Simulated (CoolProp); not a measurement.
Cyclopropane along the isobar 15 bar: density (kg/m³) from the reference equation and from simpler models built on Tc = 398.7 K, pc = 56.05 bar, ω = 0.131; each cubic takes its own stable root.

Computed with CoolProp (reference Helmholtz-energy equation of state, Polt 1992). This equation is an older, rougher fit.

```
T (K)  phase  reference
-----  -----  ---------
382.3    gas      22.41
391.3    gas      21.68
400.4    gas      20.99
409.5    gas      20.36
418.6    gas      19.78
427.6    gas      19.25
436.7    gas      18.74
445.8    gas      18.27
454.9    gas      17.83
463.9    gas      17.41
473      gas      17.02
```

Q: How far does each simpler model (ideal gas, van der Waals, Redlich-Kwong, Peng-Robinson) lie from the reference over these 11 states: mean and median of the absolute difference, and the worst?

A: 
- ideal gas: mean 8.1 %, median 7.8 %, worst -11.4 % at 382.3 K and 15 bar
- van der Waals: mean 0.9 %, median 0.7 %, worst -2.0 % at 382.3 K and 15 bar
- Redlich-Kwong: mean 0.1 %, median 0.0 %, worst -0.3 % at 382.3 K and 15 bar
- Peng-Robinson: mean 0.8 %, median 0.8 %, worst +1.0 % at 391.3 K and 15 bar
